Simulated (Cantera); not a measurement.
Feed: 1 mol MgCl2, 0.081 mol O2, 0.79 mol N2, 0.051 mol HCl, held at 120 Torr.

Equilibrium computed with Cantera from the NASA thermochemical tables; the gas is ideal and each condensed phase is pure. Candidate condensed phases: H2O, Mg, MgCl2, MgO, Mg(OH)2, NH4Cl; 38 gas species. The numbers say what is thermodynamically allowed, not how fast it happens.

Problem. At 1225 °C, list the 6 most abundant gas species with their mole fractions, and the condensed phases.

Solution. MgCl2 0.453, N2 0.420, Cl2 0.0611, Cl 0.0356, HCl 0.0271, O2 0.00355. Condensed: MgO(s).
